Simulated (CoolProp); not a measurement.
Saturation properties of ethane (Tc = 305.3 K, pc = 48.72 bar, ω = 0.099).

Values from CoolProp's reference Helmholtz-energy equation of state, Bücker 2006.

```json
[
 {"T (K)": "228.5", "p (bar)": "6.654", "liquid cp (kJ/(kg K))": "…", "vapour viscosity (µPa s)": "7.41"},
 {"T (K)": "230.7", "p (bar)": "7.168", "liquid cp (kJ/(kg K))": "2.741", "vapour viscosity (µPa s)": "7.50"},
 {"T (K)": "232.9", "p (bar)": "7.711", "liquid cp (kJ/(kg K))": "2.764", "vapour viscosity (µPa s)": "7.58"},
 {"T (K)": "235.1", "p (bar)": "8.283", "liquid cp (kJ/(kg K))": "2.788", "vapour viscosity (µPa s)": "7.67"},
 {"T (K)": "237.3", "p (bar)": "8.885", "liquid cp (kJ/(kg K))": "2.814", "vapour viscosity (µPa s)": "7.77"},
 {"T (K)": "239.5", "p (bar)": "…", "liquid cp (kJ/(kg K))": "2.841", "vapour viscosity (µPa s)": "7.86"},
 {"T (K)": "241.7", "p (bar)": "10.19", "liquid cp (kJ/(kg K))": "2.869", "vapour viscosity (µPa s)": "7.96"},
 {"T (K)": "244", "p (bar)": "10.92", "liquid cp (kJ/(kg K))": "2.901", "vapour viscosity (µPa s)": "8.06"},
 {"T (K)": "246.2", "p (bar)": "…", "liquid cp (kJ/(kg K))": "…", "vapour viscosity (µPa s)": "8.16"},
 {"T (K)": "248.4", "p (bar)": "12.42", "liquid cp (kJ/(kg K))": "2.967", "vapour viscosity (µPa s)": "8.26"},
 {"T (K)": "250.6", "p (bar)": "13.23", "liquid cp (kJ/(kg K))": "3.004", "vapour viscosity (µPa s)": "8.37"},
 {"T (K)": "252.8", "p (bar)": "14.08", "liquid cp (kJ/(kg K))": "3.043", "vapour viscosity (µPa s)": "8.48"},
 {"T (K)": "255", "p (bar)": "14.96", "liquid cp (kJ/(kg K))": "…", "vapour viscosity (µPa s)": "8.60"}
]
```

Problem. What belongs in the gaps?

Solution. 
- 228.5, liquid cp (kJ/(kg K)): 2.720
- 239.5, p (bar): 9.519
- 246.2, p (bar): 11.65
- 246.2, liquid cp (kJ/(kg K)): 2.933
- 255, liquid cp (kJ/(kg K)): 3.086

It boils at 184.6 K under 1 atm.

Viscosity comes from a separate model (Friend 1991).
